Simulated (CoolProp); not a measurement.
Aqueous calcium chloride as a coolant, 7 % by mass, freezing at -3.6 °C, 1 atm.

Computed with CoolProp (Melinder's fits for secondary coolants).

| T (°C) | density (kg/m³) | conductivity (W/(m K)) | viscosity (mPa s) | cp (kJ/(kg K)) |
|---|---|---|---|---|
| -1.9 | 1062 | 0.555 | 2.20 | 3.746 |
| 4.5 | 1060 | 0.565 | 1.80 | 3.752 |
| 10.9 | 1059 | 0.576 | 1.50 | 3.760 |
| 17.3 | 1058 | 0.586 | 1.28 | (withheld) |
| 23.7 | 1057 | (withheld) | 1.10 | 3.781 |
| 30.1 | 1056 | (withheld) | 0.962 | 3.792 |
| 36.5 | 1052 | (withheld) | (withheld) | 3.804 |

Complete the blanks.


- 17.3, cp (kJ/(kg K)): 3.770
- 23.7, conductivity (W/(m K)): 0.596
- 30.1, conductivity (W/(m K)): 0.607
- 36.5, conductivity (W/(m K)): 0.617
- 36.5, viscosity (mPa s): 0.849
